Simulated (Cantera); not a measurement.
Charge: 1 mol Fe₂O₃, 1.4 mol CH₄, 0.84 mol H₂, 6.7 mol C, held at 960 Pa.

These are equilibrium values from Cantera (NASA tables, ideal gas, pure condensed phases), not measurements of a reactor. Candidate condensed phases: C, C₆H₆, C₇H₈, C₈H₁₈, Fe, Fe(CO)₅, FeO, Fe(OH)₂, Fe(OH)₃, Fe₂O₃, Fe₃O₄, H₂O; 114 gas species. Iron dissolves carbon and melts from about 1420 K in contact with it, which pure phases cannot show. Condensed phases not in the tables: cementite and carbon dissolved in iron. Equilibrium is a limit: real reactors are often held back by kinetics, nucleation or transport.

x: gas mole fraction; n: condensed amount in mol.

| T (K) | x H₂ | x CO | x Fe | x H | x CO₂ | n C(graphite) | n Fe(α) | n Fe(γ) | n Fe(δ) | n Fe(l) |
|---|---|---|---|---|---|---|---|---|---|---|
| 1000 | 0.548 | 0.450 | 1.55e-12 | 1.71e-8 | (withheld) | 5.11 | 2.00 | 0 | 0 | 0 |
| 1100 | 0.548 | 0.451 | 1.31e-10 | 1.95e-7 | (withheld) | 5.10 | 2.00 | 0 | 0 | 0 |
| 1200 | 0.548 | 0.452 | 5.17e-9 | 1.49e-6 | (withheld) | 5.10 | 0 | 2.00 | 0 | 0 |
| 1300 | 0.548 | 0.452 | 1.14e-7 | 8.36e-6 | (withheld) | 5.10 | 0 | 2.00 | 0 | 0 |
| 1400 | 0.548 | 0.452 | 1.60e-6 | 3.68e-5 | (withheld) | 5.10 | 0 | 2.00 | 0 | 0 |
| 1500 | 0.548 | 0.452 | 1.56e-5 | 0.000133 | (withheld) | 5.10 | 0 | 2.00 | 0 | 0 |
| 1600 | 0.548 | 0.452 | 0.000114 | 0.000411 | (withheld) | 5.10 | 0 | 2.00 | 0 | 0 |
| 1700 | 0.547 | 0.451 | 0.000656 | 0.00111 | (withheld) | 5.10 | 0 | 0 | 2.00 | 0 |
| 1800 | 0.544 | 0.450 | 0.00307 | 0.00270 | (withheld) | 5.10 | 0 | 0 | 1.98 | 0 |
| 1900 | 0.537 | 0.445 | 0.0116 | 0.00594 | (withheld) | 5.10 | 0 | 0 | 0 | 1.92 |
| 2000 | 0.518 | 0.432 | 0.0380 | 0.0119 | (withheld) | 5.09 | 0 | 0 | 0 | 1.74 |

Problem. Fill in the missing entries.

Solution. 
- 1000, x CO₂: 0.00110
- 1100, x CO₂: 0.000173
- 1200, x CO₂: 3.70e-5
- 1300, x CO₂: 1.01e-5
- 1400, x CO₂: 3.36e-6
- 1500, x CO₂: 1.30e-6
- 1600, x CO₂: 5.70e-7
- 1700, x CO₂: 2.76e-7
- 1800, x CO₂: 1.45e-7
- 1900, x CO₂: 8.06e-8
- 2000, x CO₂: 4.58e-8
